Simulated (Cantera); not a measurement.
A closed system holds: 1 mol S, 2.5 mol O2, equilibrated at 1877 °C and 0.0220 bar.

Equilibrium computed with Cantera from the NASA thermochemical tables; the gas is ideal and each condensed phase is pure. Candidate condensed phases: S; 10 gas species. The numbers say what is thermodynamically allowed, not how fast it happens.

Base state: O2 0.592, SO2 0.396, O 0.0101, SO 0.00182, SO3 0.000172 (mole fractions); condensed: gas only.

Q: What changes in the equilibrium state with this change: temperature from 1877 °C to 2302 °C?

A: 
| species | before | after |
|---|---|---|
| O2 | 0.592 | 0.525 |
| SO2 | 0.396 | 0.346 |
| O | 0.0101 | 0.101 |
| SO | 0.00182 | 0.0274 |
| S | 2.54e-6 | 0.000527 |
| SO3 | 0.000172 | 6.04e-5 |
